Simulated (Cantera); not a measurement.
Charge: 1 mol SiH₂Cl₂, 1.4 mol H₂O, a varied amount of N₂, held at 427 °C and 1.33 mbar.

Equilibrium computed with Cantera from the NASA thermochemical tables; the gas is ideal and each condensed phase is pure. Candidate condensed phases: H₂O, NH₄Cl, Si, SiO₂, Si₂N₂O, Si₃N₄; 47 gas species. N₂ is the only nitrogen source here; it is nearly inert below about 1500 K, so the nitride shown seldom forms there in practice. Kinetics and transport are ignored.

Q: At 35 mol N₂, list the 3 most abundant gas species with their mole fractions, and the condensed phases.

A: N₂ 0.911, HCl 0.0524, H₂ 0.0366. Condensed: SiO₂(α-quartz) + Si₂N₂O(s).
